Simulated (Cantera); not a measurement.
## Thermodynamics of carbon deposition, reforming and gasification, feed n-butane + H2

Charge: 1 mol n-butane, 6 mol H2, at 0.0133 bar.

Equilibrium computed with Cantera from the NASA thermochemical tables; the gas is ideal and each condensed phase is pure. Candidate condensed phases: C, C6H6, C7H8, C8H18; 76 gas species. Equilibrium is a limit: real reactors are often held back by kinetics, nucleation or transport.

| T (K) | x H2 | x H | x C2H2 (acetylene) | x C2H | x C3 | n C(graphite) |
|---|---|---|---|---|---|---|
| 1973 | 0.988 | 0.0116 | 0.000633 | 1.27e-7 | 1.06e-9 | 3.99 |
| 2048 | 0.980 | 0.0192 | 0.00103 | 4.42e-7 | 6.59e-9 | 3.98 |
| 2123 | 0.968 | 0.0306 | 0.00160 | 1.40e-6 | 3.59e-8 | 3.96 |
| 2198 | 0.951 | 0.0470 | 0.00241 | 4.11e-6 | 1.74e-7 | 3.95 |
| 2273 | 0.926 | 0.0700 | 0.00349 | 1.11e-5 | 7.57e-7 | 3.92 |
| 2348 | 0.894 | 0.101 | 0.00489 | 2.81e-5 | 2.99e-6 | 3.89 |
| 2423 | 0.852 | 0.142 | 0.00659 | 6.65e-5 | 1.08e-5 | 3.84 |
| 2498 | 0.798 | 0.193 | 0.00856 | 0.000148 | 3.61e-5 | 3.78 |
| 2573 | 0.734 | 0.255 | 0.0107 | 0.000310 | 0.000112 | 3.71 |
| 2648 | 0.659 | 0.327 | 0.0128 | 0.000614 | 0.000326 | 3.62 |
x: gas mole fraction; n: condensed amount in mol.

From 1973 K to 2648 K the condensed part is C(graphite). The main C-bearing gas is C2H2 (acetylene) throughout. The share of C in condensed phases is highest at 1973 K (99.6 %) and lowest at 2648 K (90.6 %).
